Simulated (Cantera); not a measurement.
**Diamond growth**

A diamond (100) surface in a fixed gas of H2 with x(CH4) = 0.011, x(H) = 0.00072, x(CH3) = 3.2e-05, at 1350 K; coverages are run to steady state.

Model: the Harris–Goodwin 1993 mechanism for the reconstructed diamond (100) surface, integrated in Cantera.

```json
[
 {"P (Pa)": "370", "growth (µm/h)": "0.00114", "θ c6HH": "0.435", "θ c6H*": "0.0497", "θ c6*H": "0.490", "θ c6**": "0.0261"},
 {"P (Pa)": "660", "growth (µm/h)": "0.00337", "θ c6HH": "0.435", "θ c6H*": "0.0496", "θ c6*H": "0.489", "θ c6**": "0.0260"},
 {"P (Pa)": "1200", "growth (µm/h)": "0.00979", "θ c6HH": "0.436", "θ c6H*": "0.0495", "θ c6*H": "0.489", "θ c6**": "0.0260"},
 {"P (Pa)": "2100", "growth (µm/h)": "0.0251", "θ c6HH": "0.436", "θ c6H*": "0.0495", "θ c6*H": "0.488", "θ c6**": "0.0259"},
 {"P (Pa)": "3800", "growth (µm/h)": "0.0631", "θ c6HH": "0.436", "θ c6H*": "0.0495", "θ c6*H": "0.488", "θ c6**": "0.0259"},
 {"P (Pa)": "6800", "growth (µm/h)": "0.145", "θ c6HH": "0.436", "θ c6H*": "0.0495", "θ c6*H": "0.488", "θ c6**": "0.0259"},
 {"P (Pa)": "12000", "growth (µm/h)": "0.310", "θ c6HH": "0.436", "θ c6H*": "0.0495", "θ c6*H": "0.488", "θ c6**": "0.0259"},
 {"P (Pa)": "22000", "growth (µm/h)": "0.680", "θ c6HH": "0.436", "θ c6H*": "0.0495", "θ c6*H": "0.488", "θ c6**": "0.0258"}
]
```
θ: site fractions in the mechanism's names (c6HH fully hydrogenated, c6H* and c6*H radical sites, c6** diradical, c6HM methylated).
